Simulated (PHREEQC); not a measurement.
## Brine with brine: speciation

Solution A (4.3 mol/kgw KOH and 0.41 mol/kgw KCl) is mixed with solution B (0.0023 mol H2SO4, 0.0028 mol Na2SO4 and 0.00015 mol NaCl per kg of water) at 25 °C; shares are by mass of water, 1 kg in all. CO2 from the air is kept out. Only these solids could form: Arcanite, Glaserite, Halite, Mirabilite, Misenite, Sylvite, Thenardite.

The series has 11 steps of share of solution B, from 0 to 1.

Computed with PHREEQC (Pitzer model, pitzer.dat).

Between which two steps does the pH jump most, and from what to what?

Between share of solution B = 0.9 and 1: from 13.51 to 2.49.

In brines, pH and single-ion activities rest on the MacInnes convention.
